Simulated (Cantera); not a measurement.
A closed system holds: 1 mol Si2H6, 0.37 mol NO, 25 mol H2, at 1627 °C and 39000 Pa.

Method: chemical equilibrium by Gibbs-energy minimisation in Cantera with the NASA 1993 tables (ideal gas, pure condensed phases). Candidate condensed phases: H2O, Si, SiO2, Si2N2O, Si3N4; 35 gas species. The feed counts by its element totals alone. Gases not in the tables: Si2H6 and higher silanes. Kinetics and transport are ignored.

Base state: H2 0.979, SiO 0.0129, N2 0.00647, H 0.00126, SiH2 5.71e-5, Si 3.23e-5, SiH 1.73e-5 (mole fractions); condensed: Si(l).

Problem. What changes in the equilibrium state with this change: Si2H6 replaced by HMDSO?

Solution. 
| species | before | after |
|---|---|---|
| H2 | 0.979 | 0.954 |
| CO | 0 | 0.0382 |
| N2 | 0.00647 | 0.00485 |
| SiO | 0.0129 | 0.000279 |
| HCN | 0 | 0.000663 |
| C2H2 (acetylene) | 0 | 0.000364 |
| Si(l), mol | 1.63 | 0 |
| C(graphite), mol | 0 | 2.59 |
| SiC(s), mol | 0 | 1.99 |
Further candidate phases: C, C6H6, C7H8, C8H18, SiC.

Problem. What changes in the equilibrium state with this change: NO from 0.37 to 18 mol?

Solution. 
```
species                before    after
--------------------  -------  -------
H2O                   4.49e-6    0.378
H2                      0.979    0.378
N2                    0.00647    0.243
SiO                    0.0129  3.55e-5
OH                      <1e-9  6.42e-5
SiH2                  5.71e-5    <1e-9
Si(l), mol               1.63        0
SiO2(condensed), mol        0     2.00
```
The tables hold silica as quartz up to 1696 K and as liquid above; real silica turns to tridymite and cristobalite and melts near 1996 K. Gases not in the tables: Si(OH)4.
